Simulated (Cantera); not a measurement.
A perfectly stirred reactor is fed with 5.26 % NH3, 94.7 % N2, at 97.5 Torr; it is held at 1725 K, and followed from long to short residence time.

Model: the gas-phase N/H chemistry of the illustrative SiF4/NH3 mechanism in the Surface Chemkin manual (1991), integrated in Cantera. Walls and surfaces, which speed up NH3 decomposition in real reactors, are not modelled.

x: mole fraction; the columns are a selection and need not sum to one.

```tsv
τ (s)	x NH3	x N2	x NH	x N2H4	x N2H2
1.6	0.0373	0.941	1.20e-6	2.18e-9	…
0.56	0.0455	0.944	1.19e-6	3.50e-9	…
0.20	0.0498	0.946	9.85e-7	4.91e-9	…
0.069	0.0517	0.947	6.72e-7	5.53e-9	…
0.024	0.0524	0.947	3.92e-7	3.83e-9	…
0.0084	0.0526	0.947	1.49e-7	1.02e-9	…
0.0030	0.0526	0.947	3.34e-8	1.42e-10	…
0.0010	0.0526	0.947	4.05e-9	1.58e-11	2.41e-10
0.00037	0.0526	0.947	4.56e-10	2.11e-12	2.95e-11
```

Problem. What belongs in the gaps?

Solution. 
- 1.6, x N2H2: 9.74e-8
- 0.56, x N2H2: 1.34e-7
- 0.20, x N2H2: 1.53e-7
- 0.069, x N2H2: 1.39e-7
- 0.024, x N2H2: 8.37e-8
- 0.0084, x N2H2: 2.03e-8
- 0.0030, x N2H2: 2.51e-9
